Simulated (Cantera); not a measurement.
**N2O furnace oxynitridation**

An isothermal, constant-pressure homogeneous reactor starts with N2O : H2 : N2 = 1 : 0.011 : 1.1 (molar parts), at 1573 K and 0.987 atm.

Computed with Cantera and GRI-Mech 3.0 (53 species, 325 reactions). GRI-Mech 3.0 was tuned for natural gas; its chemistry of N2O as a main component is partial and can be far from experiment. The temperature is held fixed by assumption; the heat of reaction is taken as removed at once.

```tsv
t (s)	x N2O	x H2	x OH	x O2	x H2O	x H	x H2O2
0.000400	0.440	9.58e-5	0.000153	0.00841	0.00497	6.95e-7	2.56e-8
0.00102	0.400	1.66e-6	0.000140	0.0204	0.00499	4.36e-7	1.44e-8
0.00260	0.316	6.04e-7	0.000143	0.0456	0.00482	4.66e-7	1.13e-8
0.00662	0.184	6.05e-7	0.000134	0.0865	0.00454	4.81e-7	9.05e-9
0.0169	0.0577	4.94e-7	0.000106	0.127	0.00429	3.30e-7	5.82e-9
0.0430	0.00652	1.62e-7	5.39e-5	0.146	0.00421	5.64e-8	1.79e-9
0.110	7.29e-5	5.46e-8	2.77e-5	0.148	0.00421	9.93e-9	5.26e-10
0.279	2.38e-6	5.29e-8	2.71e-5	0.148	0.00421	9.44e-9	5.06e-10
0.711	2.37e-6	5.29e-8	2.71e-5	0.149	0.00421	9.44e-9	5.06e-10
1.81	2.35e-6	5.29e-8	2.71e-5	0.149	0.00421	9.44e-9	5.07e-10
4.62	2.29e-6	5.28e-8	2.71e-5	0.149	0.00421	9.43e-9	5.07e-10
11.8	2.16e-6	5.25e-8	2.72e-5	0.150	0.00421	9.41e-9	5.09e-10
30.0	1.87e-6	5.20e-8	2.73e-5	0.153	0.00421	9.36e-9	5.14e-10
```
x: mole fraction; the columns are a selection and need not sum to one.

Equilibrium at this temperature and pressure: N2O 1.01e-7, H2 4.68e-8, OH 2.87e-5, O2 0.189, H2O 0.00421, H 8.86e-9, H2O2 5.69e-10 (gas phase only).
